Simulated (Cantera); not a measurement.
## Roasting and sulfation: FeS + SO₃ + N₂

Charge: 1 mol FeS, 0.068 mol SO₃, 0.71 mol N₂, at 1573.15 K and 34.0 mbar.

These are equilibrium values from Cantera (NASA tables, ideal gas, pure condensed phases), not measurements of a reactor. Candidate condensed phases: Fe, FeO, FeS, FeSO₄, FeS₂, Fe₂O₃, Fe₂(SO₄)₃, Fe₃O₄, S; 19 gas species. Metal and sulfide melt together well below either melting point, which pure phases cannot show. Mutual solubility and eutectic melting of coexisting phases are not modelled. The tables' stoichiometric FeO is somewhat more stable than real wüstite, so its field is too wide. FeO, FeS: taken at fixed stoichiometry. Kinetics and transport are ignored.

| Property | Value |
|---|---|
| x(N₂) | 0.865 |
| x(S₂) | 0.0707 |
| x(SO₂) | 0.0599 |
| x(SO) | 0.00397 |
| x(S₂O) | 0.000709 |
| x(S) | 0.000132 |
| x(Fe) | 2.56e-6 |
| n(FeO(s)) | 0.102 mol |
| n(FeS(l)) | 0.898 mol |
| gas amount | 0.8212 mol |
| log10 activity of Fe(γ) (absent) | -0.88 |
| log10 activity of S(l) (absent) | -2.59 |
